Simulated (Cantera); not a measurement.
Feed: 1 mol BF3, 0.25 mol O2, 1.1 mol H2, held at 1525 °C and 41.0 mbar.

Method: chemical equilibrium by Gibbs-energy minimisation in Cantera with the NASA 1993 tables (ideal gas, pure condensed phases). Candidate condensed phases: B, B2O3, B3O3H3, H2O; 43 gas species. The tables' values for BF2 are old estimates; treat these amounts as uncertain. The numbers say what is thermodynamically allowed, not how fast it happens.

Base state: HF 0.383, H2 0.229, BF3 0.193, BOF 0.189, H2O 0.00241, BF2 0.00219, H 0.000832, HBO2 0.000456 (mole fractions); condensed: gas only.

Problem. What changes in the equilibrium state with this change: H2 from 1.1 to 3.1 mol?

Solution. 
| species | before | after |
|---|---|---|
| H2 | 0.229 | 0.561 |
| HF | 0.383 | 0.220 |
| BOF | 0.189 | 0.107 |
| BF3 | 0.193 | 0.105 |
| BF | 2.71e-5 | 0.000110 |
| HBO2 | 0.000456 | 0.000154 |
| H2O | 0.00241 | 0.000827 |
| HBO | 0.000110 | 0.000266 |
| BHF2 | 0.000443 | 0.00103 |
